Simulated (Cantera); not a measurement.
Cantera run, input and output.

```python
import numpy as np
import cantera as ct

gas = ct.Solution("gri30.yaml")
gas.TPX = 1375, 1000000, {'CH4': 1, 'H2O': 0.065, 'H2': 0.16}
inlet = ct.Reservoir(gas, clone=True)

reactor = ct.IdealGasConstPressureReactor(gas, energy="off", clone=False)
exhaust = ct.Reservoir(gas, clone=True)
tau = [1.1, 0.61, 0.32, 0.17, 0.091, 0.048, 0.026, 0.014, 0.0072, 0.0038, 0.002][0]
for a, b in ((inlet, reactor), (reactor, exhaust)):
    ct.MassFlowController(a, b, mdot=lambda t: reactor.mass / tau)
net = ct.ReactorNet([reactor])
show = ['CH4', 'H2O', 'H2', 'HO2', 'CO2']

rows = []
print(f"{'tau/s':>10s}{'T/K':>9s}" + "".join(f"{s:>11s}" for s in show))
for tau in [1.1, 0.61, 0.32, 0.17, 0.091, 0.048, 0.026, 0.014, 0.0072, 0.0038, 0.002]:
    net.initial_time = 0.0
    net.advance(30 * tau)
    before = gas.X
    net.advance(40 * tau)
    drift = np.max(np.abs(gas.X - before) / (gas.X + 1e-9))
    rows.append([gas.T, *gas[show].X, drift])
    print(f"{tau:10.3e}{gas.T:9.1f}" + "".join(f"{x:11.3e}" for x in gas[show].X))
```

Output:

```
     tau/s      T/K        CH4        H2O         H2        HO2        CO2
 1.100e+00   1375.0  6.676e-01  4.963e-02  2.330e-01  3.224e-19  6.699e-06
 6.100e-01   1375.0  6.968e-01  5.037e-02  2.130e-01  2.458e-19  1.827e-06
 3.200e-01   1375.0  7.354e-01  5.127e-02  1.864e-01  1.766e-19  3.524e-07
 1.700e-01   1375.0  7.678e-01  5.201e-02  1.639e-01  1.401e-19  6.608e-08
 9.100e-02   1375.0  7.891e-01  5.250e-02  1.490e-01  1.224e-19  1.330e-08
 4.800e-02   1375.0  8.020e-01  5.279e-02  1.401e-01  1.104e-19  2.762e-09
 2.600e-02   1375.0  8.088e-01  5.293e-02  1.355e-01  9.958e-20  6.274e-10
 1.400e-02   1375.0  8.124e-01  5.301e-02  1.330e-01  8.754e-20  1.333e-10
 7.200e-03   1375.0  8.144e-01  5.304e-02  1.317e-01  7.359e-20  2.185e-11
 3.800e-03   1375.0  8.154e-01  5.305e-02  1.311e-01  6.100e-20  3.191e-12
 2.000e-03   1375.0  8.158e-01  5.306e-02  1.309e-01  5.090e-20  3.918e-13
```

Computed with Cantera and GRI-Mech 3.0 (53 species, 325 reactions). GRI-Mech 3.0 stops at C3 and has no aromatics, soot or wall deposition, so with more carbon than oxygen in the feed, carbon stays in small species such as C2H2 where larger ones or solid carbon would form.
